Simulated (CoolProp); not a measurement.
Properties of 1,2-dichloroethane along the isobar 1.01 bar (Tc = 561.6 K, pc = 52.26 bar, ω = 0.269).

Model: reference Helmholtz-energy equation of state, Thol 2015, in CoolProp.

| T (K) | phase | Z | Joule-Thomson coefficient (K/MPa) | isothermal compressibility (1/MPa) | fugacity coefficient |
|---|---|---|---|---|---|
| 342.1 | liquid | 0.002978 | -0.3459 | 0.001184 | 0.6094 |
| 349.5 | liquid | 0.002944 | -0.3332 | 0.001270 | 0.7784 |
| 364.3 | gas | 0.9724 | 30.08 | 10.19 | 0.9731 |
| 371.7 | gas | 0.9741 | 28.51 | 10.17 | 0.9748 |
| 379.1 | gas | 0.9757 | 27.05 | 10.15 | 0.9763 |
| 386.6 | gas | 0.9772 | 25.67 | 10.14 | 0.9777 |
| 394 | gas | 0.9786 | 24.40 | 10.12 | 0.9790 |
| 401.4 | gas | 0.9798 | 23.21 | 10.11 | 0.9802 |
| 408.8 | gas | 0.9810 | 22.10 | 10.10 | 0.9813 |
| 416.2 | gas | 0.9821 | 21.06 | 10.08 | 0.9824 |
